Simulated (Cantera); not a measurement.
What does this Cantera script print?

```python
import numpy as np
import cantera as ct

gas_names = """
    C CH CH2 CH3 CH2OH CH3O CH4 CH3OH CN CO CO2 COOH C2 C2H CHCO,ketyl C2H2,acetylene C2H2,vinylidene
    CH2CO,ketene C2H3,vinyl CH3CN CH3CO,acetyl C2H4 C2H4O,ethylen CH3CHO,ethanal CH3COOH (HCOOH)2 C2H5
    C2H6 CH3OCH3 C2H5OH CCN CNC C2N2 C2O C3 C3H3,propargyl C3H4,allene C3H4,propyne C3H4,cyclo-
    C3H5,allyl C3H6,propylene C3H6,cyclo- C3H6O C3H7,n-propyl C3H7,i-propyl C3H8 C3H8O,1propanol
    C3H8O,2propanol C3O2 C4 C4H2 C4H4,1,3-cyclo- C4H6,butadiene C4H6,2-butyne C4H6,cyclo- C4H8,1-butene
    C4H8,cis2-buten C4H8,tr2-butene C4H8,isobutene C4H8,cyclo- (CH3COOH)2 C4H9,n-butyl C4H9,i-butyl
    C4H9,s-butyl C4H9,t-butyl C4H10,isobutane C4H10,n-butane C4N2 C5 C5H6,1,3cyclo- C5H8,cyclo-
    C5H10,1-pentene C5H10,cyclo- C5H11,pentyl C5H11,t-pentyl C5H12,n-pentane C5H12,i-pentane
    CH3C(CH3)2CH3 C6H2 C6H5,phenyl C6H5O,phenoxy C6H6 C6H5OH,phenol C6H10,cyclo- C6H12,1-hexene
    C6H12,cyclo- C6H13,n-hexyl C7H7,benzyl C7H8 C7H8O,cresol C7H14,1-heptene C7H15,n-heptyl
    C7H16,n-heptane C8H8,styrene C8H10,ethylbenz C8H16,1-octene C8H17,n-octyl C8H18,isooctane
    C8H18,n-octane C9H19,n-nonyl C10H8,naphthale C10H21,n-decyl C12H9,o-bipheny C12H10,bipheny H HCN HCO
    HCCN HNC HNCO HNO HNO2 HNO3 HO2 H2 HCHO,formaldehy HCOOH H2O H2O2 N NCO NH NH2 NH3 NH2OH NO NO2 NO3
    N2 N2H2 N2H4 N2O O OH O2 O3
""".split()
cond_names = """
    C(gr) C6H6(L) C7H8(L) C8H18(L),n-octa H2O(s) H2O(L)
""".split()


def load(file, names, dense=False):
    # The tables refer to 1 bar. Condensed volumes are neglected.
    table = {s.name: s for s in ct.Species.list_from_file(file)}
    out = []
    for n in names:
        d = dict(table[n].input_data)
        d["thermo"] = dict(d["thermo"], **{"reference-pressure": 1e5})
        if dense:
            d["equation-of-state"] = {"model": "constant-volume", "density": "1e6 g/cm^3"}
        out.append(ct.Species.from_dict(d))
    return out


gas = ct.Solution(thermo="ideal-gas", species=load("nasa_gas.yaml", gas_names))
cond = {s.name: ct.Solution(thermo="fixed-stoichiometry", species=[s], name=s.name)
        for s in load("nasa_condensed.yaml", cond_names, dense=True)}
atoms = {
    'C2H4': {'C': 2, 'H': 4},
    'H2O': {'H': 2, 'O': 1},
    'N2': {'N': 2},
}
top_T = {'C(gr)': 4500}  # K; cautious upper limits of use, not melting points


def equilibrate(T, P, feed):
    n = {}
    for name, mol in feed.items():
        for a, k in atoms[name].items():
            n[a] = n.get(a, 0.0) + k * mol
    gas.TPX = T, P, n
    mass = sum(n.values()) * gas.mean_molecular_weight
    gas.equilibrate("TP")
    valid = [c for c in cond.values() if c.min_temp <= T <= top_T.get(c.name, c.max_temp)]
    mix = ct.Mixture([(gas, mass / gas.mean_molecular_weight)] + [(c, 0.0) for c in valid])
    mix.T, mix.P = T, P
    mix.equilibrate("TP", solver="vcs", rtol=1e-11, max_steps=5000)
    return mix


results = []
feed = {'C2H4': 1, 'H2O': 0.31, 'N2': 4.3}  # mol
P = 110  # Pa
for T in [2023, 2173, 2323, 2473, 2623, 2773, 2923]:
    mix = equilibrate(T, P, feed)
    results.append((T, P, feed, dict(zip(mix.species_names, mix.species_moles))))

top = {s: max(r[3][s] / sum(r[3][g] for g in gas_names) for r in results) for s in gas_names}
cols = sorted((s for s in top if top[s] > 0.001), key=lambda s: -top[s])[:7]
seen = [c for c in cond_names if any(r[3].get(c, 0) > 1e-12 for r in results)]
print("log10 of partial pressures in bar; condensed amounts in mol")
print(f"{'T/K':>10s}" + "".join(f"{s[:9]:>10s}" for s in cols + seen))
for T, P, feed, n in results:
    ng = sum(n[g] for g in gas_names)
    print(f"{T:10.4g}" + "".join(f"{np.log10(max(n[s] / ng * P / 1e5, 1e-99)):10.3f}" for s in cols)
          + "".join(f"{n.get(c, 0):10.4g}" for c in seen))
```

Output:

```
log10 of partial pressures in bar; condensed amounts in mol
       T/K        N2         H        H2        CO        C3        CN       HCN     C(gr)
      2023    -3.175    -4.456    -3.469    -4.314   -10.314    -7.707    -5.114     1.634
      2173    -3.187    -4.075    -3.517    -4.324    -8.857    -6.940    -4.911     1.594
      2323    -3.207    -3.770    -3.614    -4.342    -7.594    -6.278    -4.767     1.541
      2473    -3.235    -3.545    -3.786    -4.368    -6.488    -5.703    -4.690     1.477
      2623    -3.267    -3.404    -4.057    -4.397    -5.513    -5.198    -4.684     1.341
      2773    -3.303    -3.341    -4.425    -4.428    -4.646    -4.752    -4.747    0.6704
      2923    -3.331    -3.319    -4.824    -4.455    -4.409    -4.529    -5.015         0
```

Cantera equilibrium calculation (NASA polynomials, part measured and part estimated; ideal gas, pure solids and liquids).
